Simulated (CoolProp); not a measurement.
R125 at 298.15 K and 15.3 MPa flows at 2.5 m/s in a round tube of 4.6 mm bore and 45 µm roughness, fully developed (64/Re and Nu = 3.66 if laminar; Colebrook and Gnielinski if turbulent). Each further row changes one setting.

Values from CoolProp's reference Helmholtz-energy equation of state, Lemmon 2005.

| case | Reynolds number | Darcy friction factor | pressure drop (Pa/m) | heat-transfer coefficient (W/(m² K)) | mass flow (kg/h) |
|---|---|---|---|---|---|
| as stated | 75100 | 0.0384 | 34300 | 8920 | 197 |
| velocity 5 m/s | 150000 | 0.0380 | 136000 | 17800 | 393 |
| diameter 9.2 mm | 150000 | 0.0308 | 13800 | 7620 | 787 |

Viscosity comes from a separate model (Huber 2006). Thermal conductivity comes from a separate model (Perkins 2006).
